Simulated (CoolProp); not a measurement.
500 sccm (0 °C, 1 atm) of nitrogen bubbles through liquid octamethyltrisiloxane (MDM) at 367.3 K and leaves saturated at a total pressure of 0.15 MPa (ideal gas phase). Each further row changes one setting.

Model: reference Helmholtz-energy equation of state, Thol 2017, in CoolProp.

| case | vapour pressure (kPa) | mole fraction of vapour | delivery (mg/min) | delivery (sccm) | change of delivery for a bath 1 K warmer (%) |
|---|---|---|---|---|---|
| as stated | 16.0 | 0.107 | 631 | 59.8 | 4.4 |
| bath temperature 372.3 K | 19.3 | 0.129 | 781 | 74.0 | 4.3 |
| total pressure 0.3 MPa | 16.0 | 0.0534 | 298 | 28.2 | 4.1 |
